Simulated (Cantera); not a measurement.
# Stirred combustor or abatement burner

A perfectly stirred reactor is fed with 41.6 % H2, 12.2 % O2, 46.2 % N2, at 1.01 bar; it is adiabatic with a 700 K inlet, and is followed from long to short residence time, starting on the burning branch (τ in s: 0.083, 0.032, 0.012, 0.0048, 0.0018, 0.00071, 0.00027, 0.00011, 4.1e-05).

Model: the H2/O2 subset of GRI-Mech 3.0, which has no nitrogen chemistry, integrated in Cantera.

```csv
τ (s),T (K),x H2,x O2,x OH,x HO2,x H
0.083,2436,0.191,5.87e-5,0.00259,4.48e-8,0.00940
0.032,2426,0.190,8.37e-5,0.00290,6.15e-8,0.0106
0.012,2405,0.189,0.000143,0.00357,1.04e-7,0.0134
0.0048,2366,0.187,0.000264,0.00465,1.92e-7,0.0183
0.0018,2299,0.183,0.000533,0.00626,3.77e-7,0.0268
0.00071,2203,0.178,0.00103,0.00794,6.94e-7,0.0387
0.00027,2070,0.171,0.00198,0.00928,1.30e-6,0.0551
0.00011,1918,0.164,0.00350,0.00958,2.40e-6,0.0735
4.1e-5,1729,0.158,0.00676,0.00853,5.24e-6,0.0942
```
x: mole fraction; the columns are a selection and need not sum to one.
